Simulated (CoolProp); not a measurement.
Properties of n-octane along the isobar 31.7 bar (Tc = 568.7 K, pc = 24.84 bar, ω = 0.398).

Model: reference Helmholtz-energy equation of state, Beckmüller 2019, in CoolProp.

```
T (K)   phase       Z  isothermal compressibility (1/MPa)  expansivity (1/kK)  viscosity (µPa s)  conductivity (mW/(m K))  fugacity coefficient
-----  ------  ------  ----------------------------------  ------------------  -----------------  -----------------------  --------------------
337.6  liquid  0.1927                            0.001704               1.224                347                      115              0.004781
352.5  liquid  0.1880                            0.001935               1.271                303                      110              0.008503
367.3  liquid  0.1839                            0.002207               1.324                268                      107               0.01420
382.2  liquid  0.1803                            0.002534               1.386                237                      103               0.02260
397    liquid  0.1773                            0.002927               1.457                212                     99.2               0.03427
411.9  liquid  0.1747                            0.003413               1.541                190                     95.7               0.05006
426.8  liquid  0.1727                            0.004019               1.640                170                     92.2               0.07055
441.6  liquid  0.1711                            0.004783               1.758                153                     88.9               0.09611
456.5  liquid  0.1701                            0.005781               1.904                137                     85.7                0.1275
471.3  liquid  0.1697                            0.007105               2.084                123                     82.5                0.1645
486.2  liquid  0.1700                            0.008949               2.316                110                     79.4                0.2078
501.1  liquid  0.1711                             0.01162               2.626               98.5                     76.4                0.2569
```

Viscosity comes from a separate model (Huber 2004). Thermal conductivity comes from a separate model (Huber 2005).
